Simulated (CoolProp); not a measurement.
Values from CoolProp's reference Helmholtz-energy equation of state, Lemmon 2006. It is a short technical equation, of lower accuracy than the large ones.

**Question.** Give the vapour pressure (MPa), vapour density (kg/m³), enthalpy of vaporisation (kJ/kg), liquid cp (kJ/(kg K)) of saturated C2F6 (R116) at 199.9 K.

**Answer.** 
```tsv
T (K)	p (MPa)	vapour density (kg/m³)	enthalpy of vaporisation (kJ/kg)	liquid cp (kJ/(kg K))
199.9	0.130	11.5	115	0.954
```
